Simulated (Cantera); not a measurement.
Charge: 1 mol ZrN, 0.011 mol H2, equilibrated at 1450 K and 1.00 bar.

Cantera equilibrium calculation (NASA polynomials, part measured and part estimated; ideal gas, pure solids and liquids). Candidate condensed phases: Zr, ZrN; 11 gas species. ZrN: taken at fixed stoichiometry. Equilibrium is a limit: real reactors are often held back by kinetics, nucleation or transport.

Task: What is the equilibrium state?

Result: 
```json
{
 "x(H2)": "1.000",
 "x(H)": "9.46e-6",
 "n(ZrN(s))": "1.00 mol",
 "gas_amount": "0.01100 mol"
}
```
